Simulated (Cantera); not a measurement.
A closed system holds: 1 mol SiC, 0.0053 mol O2, 23 mol N2, held at 925 °C and 750 Torr.

Cantera equilibrium calculation (NASA polynomials, part measured and part estimated; ideal gas, pure solids and liquids). Candidate condensed phases: C, Si, SiC, SiO2, Si2N2O, Si3N4; 34 gas species. N2 is the only nitrogen source here; it is nearly inert below about 1500 K, so the nitride shown seldom forms there in practice. Mutual solubility and eutectic melting of coexisting phases are not modelled. Kinetics and transport are ignored.

Base state: N2 1.00 (mole fractions); condensed: C(graphite) + Si2N2O(s) + Si3N4(s).

Task: What changes in the equilibrium state with this change: SiC replaced by Si3N4?

Result: 
| species | before | after |
|---|---|---|
| N2 | 1.00 | 1.00 |
| C(graphite), mol | 1.000 | 0 |
| Si2N2O(s), mol | 0.0106 | 0.0106 |
| Si3N4(s), mol | 0.326 | 0.993 |
